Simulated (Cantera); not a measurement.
A perfectly stirred reactor is fed with H2 : O2 : N2 = 1 : 0.51 : 1.92 (molar parts), at 750 Torr; it is adiabatic with a 525 K inlet, and is followed from long to short residence time, starting on the burning branch (τ in s: 0.11, 0.049, 0.022, 0.0099, 0.0044, 0.002, 0.00088, 0.0004, 0.00018, 7.9e-05, 3.6e-05, 1.6e-05).

Computed with Cantera and the H2/O2 subset of GRI-Mech 3.0, which has no nitrogen chemistry.

### Question
What does this change do: inlet temperature 525 to 775 K?

### Answer
```tsv
quantity	before	after
blow-out, bracketed by the residence times tried	burning at 16.0 µs, the shortest tried	burning at 16.0 µs, the shortest tried
x(H2) at τ = 0.110 s	0.0182	0.0255
x(O2) at τ = 0.110 s	0.00971	0.0122
x(H2O) at τ = 0.110 s	0.311	0.297
x(H2O2) at τ = 0.110 s	2.09e-7	2.81e-7
x(H) at τ = 0.110 s	0.00330	0.00615
x(H2) at τ = 0.880 ms	0.0340	0.0372
x(O2) at τ = 0.880 ms	0.0171	0.0177
x(H2O) at τ = 0.880 ms	0.281	0.273
x(H2O2) at τ = 0.880 ms	2.82e-7	2.56e-7
x(H) at τ = 0.880 ms	0.0135	0.0150
```
